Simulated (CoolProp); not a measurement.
The numbers come from the reference Helmholtz-energy equation of state, Gao 2020 in CoolProp.

Q: For ammonia, give the phase and the conductivity (mW/(m K)) at -30.75 °C and 0.227 bar; -57.65 °C and 1.91 bar.

A: 
- -30.75 °C and 0.227 bar: gas; conductivity 21.0
- -57.65 °C and 1.91 bar: liquid; conductivity 748

Thermal conductivity comes from a separate model (Tufeu 1984).
